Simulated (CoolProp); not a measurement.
Vapour-liquid equilibrium of trans-2-butene (1) + acetone (2) at 278.3 K; x and y are mole fractions of (1).

Values from CoolProp's multi-fluid Helmholtz-energy mixture model, Lemmon 2005 and Lemmon 2006; pair parameters Bell 2016.

Question: Give the bubble pressure and the first vapour's composition at x = 0.55, 0.75, 0.95. Is there an azeotrope?

Answer: x = 0.55: 0.9922 bar, y = 0.913; x = 0.75: 1.063 bar, y = 0.931; x = 0.95: 1.161 bar, y = 0.977. No azeotrope shows between x = 0.05 and 0.95.

The pair parameters rest on a limited set of measurements; away from them the model extrapolates. With so large a gap from Raoult's law the liquid may split in two, which this calculation doesn't test in full.
